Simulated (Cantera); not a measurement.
Feed: 1 mol BN, 16 mol H₂O, 4.4 mol H₂, at 0.000950 bar.

Cantera equilibrium calculation (NASA polynomials, part measured and part estimated; ideal gas, pure solids and liquids). Candidate condensed phases: B, BN, B₂O₃, B₃O₃H₃, H₂O; 39 gas species. Gases not in the tables: H₃BO₃. Rates play no part.

x: gas mole fraction; n: condensed amount in mol.

```
T (°C)  x H₂O   x H₂    x HBO₂    x N₂       x H      x OH  x (HBO₂)₃  n B₂O₃(l)
------  -----  -----  --------  ------  --------  --------  ---------  ---------
702     0.693  0.282  0.000413  0.0239   1.97e-8  8.78e-11          …      0.478
802     0.691  0.282   0.00303  0.0239   2.53e-7   2.35e-9          …      0.457
902     0.680  0.280    0.0155  0.0237   2.11e-6   3.56e-8          …      0.330
1002    0.654  0.276    0.0464  0.0234   1.26e-5   3.47e-7          …          0
1102    0.654  0.276    0.0465  0.0234   5.84e-5   2.49e-6          …          0
1202    0.654  0.276    0.0465  0.0234  0.000221   1.37e-5          …          0
1302    0.654  0.275    0.0464  0.0234  0.000707   6.11e-5          …          0
1402    0.653  0.275    0.0463  0.0233   0.00197  0.000227          …          0
1502    0.652  0.273    0.0460  0.0233   0.00491  0.000730          …          0
```

### Question
Some entries are withheld; supply them.

### Answer

- 702, x (HBO₂)₃: 0.000563
- 802, x (HBO₂)₃: 0.000345
- 902, x (HBO₂)₃: 0.000222
- 1002, x (HBO₂)₃: 6.95e-5
- 1102, x (HBO₂)₃: 1.60e-6
- 1202, x (HBO₂)₃: 6.18e-8
- 1302, x (HBO₂)₃: 3.68e-9
- 1402, x (HBO₂)₃: 3.11e-10
- 1502, x (HBO₂)₃: 3.50e-11
